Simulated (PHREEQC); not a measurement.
Brackish or sea water: speciation

Model water analysis in mg/L, 20 °C, pH 7.76, pe 10.1:

| constituent | mg/L |
|---|---|
| Na | 2440 |
| K | 8.82 |
| Ca | 43.4 |
| Mg | 551 |
| Cl | 4860 |
| S(6) as SO4 | 1120 |
| Alkalinity as HCO3 | 14.1 |
| Cd | 68.4 |

Valence states are taken as typed.

Equilibrium calculation in PHREEQC: ion-association model, phreeqc.dat.

This is a speciation only: nothing precipitates in the calculation.

Q: Predict the ionic strength, density.

A: ionic strength 0.179 mol/kgw; density 1.005 g/cm³.

Q: In which forms is S present?

A: SO4-2 62 %, MgSO4 26 %, NaSO4- 9.9 %, CaSO4 1.0 % of the S.

Examples of supersaturated solids here: Otavite. Others may be too.
